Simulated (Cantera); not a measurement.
Source: NASA polynomial tables (part measured, part estimated), evaluated in Cantera. Values are per mole of reaction as written; species without (g) are pure solids or liquids, kept so even where they would boil at 1 bar.

**Question.** Between 498 and 1023 K, where is each reaction favourable under standard conditions?
- 2 Cs(g) + Cl₂(g) ⇌ 2 CsCl

**Answer.** 
- 2 Cs(g) + Cl₂(g) ⇌ 2 CsCl: ΔG° is -855 kJ at 498 K and -684 kJ at 1023 K; it stays negative (K > 1). ΔH° is -966 kJ and ΔS° -276 J/K at 1023 K.
